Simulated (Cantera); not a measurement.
An isothermal, constant-pressure homogeneous reactor starts with 0.298 % CO, 0.367 % O2, 0.0506 % H2O, 99.3 % N2, at 950 K and 1.01 bar.

Model: GRI-Mech 3.0 (53 species, 325 reactions), integrated in Cantera.

Question: Predict: x(CO) at 20.0 s; x(O2) at 20.0 s; x(H2O) at 20.0 s; x(O) at 20.0 s; x(N2O) at 20.0 s.

Answer: 
- x(CO) at 20.0 s = 0.00242 (gas-phase equilibrium <1e-12)
- x(O2) at 20.0 s = 0.00339 (gas-phase equilibrium 0.00219)
- x(H2O) at 20.0 s = 0.000503 (gas-phase equilibrium 0.000507)
- x(O) at 20.0 s = 5.10e-8 (gas-phase equilibrium 1.49e-12)
- x(N2O) at 20.0 s = 8.28e-8 (gas-phase equilibrium 1.98e-10)
